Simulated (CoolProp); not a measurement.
A single-stage vapour-compression cycle with the fluid: evaporating at 268.15 K (dew point), condensing at 336.15 K (bubble point), superheat 2 K, subcooling 5 K, compressor efficiency 0.75, no pressure losses. The same conditions are run with several fluids, on thermodynamics alone (safety and materials aside).

Model: reference Helmholtz-energy equation of state of each fluid (n-butane: Bücker 2006; ammonia: Gao 2020; n-perfluoropentane: Gao 2022; R115: Lemmon 2016; R1224YDZ: Akasaka 2023; R1233zd(E): Akasaka 2022), in CoolProp.

| fluid | cooling COP | pressure ratio | discharge temperature (K) | refrigerating effect (kJ/kg) | volumetric capacity (kJ/m³) |
|---|---|---|---|---|---|
| n-butane | 2.19 | 8.07 | 343.7 | (withheld) | 543 |
| ammonia | 2.26 | 7.93 | 471.8 | (withheld) | (withheld) |
| n-perfluoropentane | 1.50 | (withheld) | 336.1 | 35.3 | 109 |
| R115 | 1.45 | 5.85 | 338.2 | 41.5 | (withheld) |
| R1224YDZ | 2.18 | 10.8 | 343.2 | 107 | 321 |
| R1233zd(E) | 2.27 | 11.0 | 350.5 | (withheld) | 302 |

Problem. Some entries are withheld; supply them.

Solution. 
- n-butane, refrigerating effect (kJ/kg): 238
- ammonia, refrigerating effect (kJ/kg): 980
- ammonia, volumetric capacity (kJ/m³): 2800
- n-perfluoropentane, pressure ratio: 12.8
- R115, volumetric capacity (kJ/m³): 1200
- R1233zd(E), refrigerating effect (kJ/kg): 131

The compression ends wet for: n-perfluoropentane.
